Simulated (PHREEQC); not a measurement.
Solution (15 °C): 7.5 mmol/kgw NiSO4, 0.1 mmol/kgw CaCl2 and 34 mmol/kgw H2SO4. Closed to the air; pH follows from the charge balance.

All values are PHREEQC results (ion-association model, wateq4f.dat), not measurements.

```json
{
  "pH": "1.43",
  "ionic_strength": "0.0755 mol/kgw",
  "total_alkalinity": "-68.0 meq/kg"
}
```

```csv
species,molality,activity,log γ
H+,0.0444,0.0372,-0.076
HSO4-,0.0236,0.0188,-0.098
SO4-2,0.0155,0.00641,-0.383
Ni+2,0.00513,0.00211,-0.387
NiSO4,0.00236,0.00241,0.008
Cl-,0.000199,0.000157,-0.104
Ca+2,6.21e-5,2.66e-5,-0.368
CaSO4,3.04e-5,3.09e-5,0.008
CaHSO4+,7.53e-6,6.02e-6,-0.097
Ni(SO4)2-2,2.21e-6,9.05e-7,-0.387
NiCl+,1.04e-6,8.28e-7,-0.097
```

This is a speciation only: nothing precipitates in the calculation.
